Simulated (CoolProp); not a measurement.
Properties of c-C4F8 (RC318) along the isobar 2.07 bar (Tc = 115.2 °C, pc = 27.78 bar, ω = 0.355).

The numbers come from the reference Helmholtz-energy equation of state, Platzer 1990 in CoolProp. This equation is an older, rougher fit.

| T (°C) | phase | density (kg/m³) | fugacity coefficient |
|---|---|---|---|
| 44.75 | gas | 16.50 | (withheld) |
| 57.75 | gas | 15.74 | (withheld) |
| 70.75 | gas | (withheld) | (withheld) |
| 83.75 | gas | 14.44 | 0.9674 |
| 96.75 | gas | (withheld) | 0.9711 |
| 109.75 | gas | (withheld) | 0.9743 |
| 122.85 | gas | 12.88 | 0.9771 |
| 135.85 | gas | 12.43 | 0.9796 |
| 148.85 | gas | 12.02 | 0.9817 |
| 161.85 | gas | 11.64 | 0.9836 |
| 174.85 | gas | 11.28 | 0.9853 |
| 187.85 | gas | 10.95 | 0.9868 |
| 200.85 | gas | 10.63 | 0.9881 |
| 213.85 | gas | 10.34 | 0.9893 |
| 226.85 | gas | 10.06 | 0.9904 |

Fill in the missing entries.


- 44.75, fugacity coefficient: 0.9519
- 57.75, fugacity coefficient: 0.9579
- 70.75, density (kg/m³): 15.06
- 70.75, fugacity coefficient: 0.9630
- 96.75, density (kg/m³): 13.88
- 109.75, density (kg/m³): 13.36
